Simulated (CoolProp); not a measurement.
A simple Rankine cycle with isobutene: condensing at 312.15 K, boiler at 2.97 MPa, turbine inlet 402 K, turbine efficiency 0.65, pump efficiency 0.7, no recuperator. Each further row changes one setting.

Computed with CoolProp (reference Helmholtz-energy equation of state, Lemmon 2005). It is a short technical equation, of lower accuracy than the large ones.

```tsv
case	thermal efficiency (%)	net work (kJ/kg)	heat in (kJ/kg)	turbine exit temperature (K)	volume ratio over the turbine
as stated	10.0	42.7	426	333.9	8.71
turbine inlet 422 K	10.3	50.6	489	363.2	7.68
condensing temperature 304.15 K	11.0	48.8	445	328.7	10.9
boiler pressure 2.08 MPa	8.9	42.0	470	357.5	5.04
turbine efficiency 0.55	8.3	35.2	426	338.0	8.86
```
